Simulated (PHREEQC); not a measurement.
**Buffer: an equilibrium model**

A solution holds 0.23 mol KH2PO4 and 6.5e-05 mol Na2CO3 per kg of water, at 25 °C. Closed to the air; pH follows from the charge balance.

Model: ion-association model, phreeqc.dat, run in PHREEQC.

- pH = 4.42
- ionic strength = 0.231 mol/kgw
- activity of water = 0.992
- specific conductance = 18900 µS/cm
- density = 1.018 g/cm³
- total alkalinity = 0.130 meq/kg

```tsv
species	molality	activity	log γ
K+	0.230	0.161	-0.154
H2PO4-	0.228	0.168	-0.132
HPO4-2	0.000961	0.000272	-0.548
H3PO4	0.000900	0.000949	0.023
Na+	0.000130	9.63e-5	-0.130
KHPO4-	0.000116	8.55e-5	-0.132
CO2	6.39e-5	6.74e-5	0.023
H+	4.84e-5	3.83e-5	-0.101
HCO3-	1.05e-6	7.76e-7	-0.132
NaHPO4-	6.93e-8	5.11e-8	-0.132
```

This is a speciation only: nothing precipitates in the calculation.
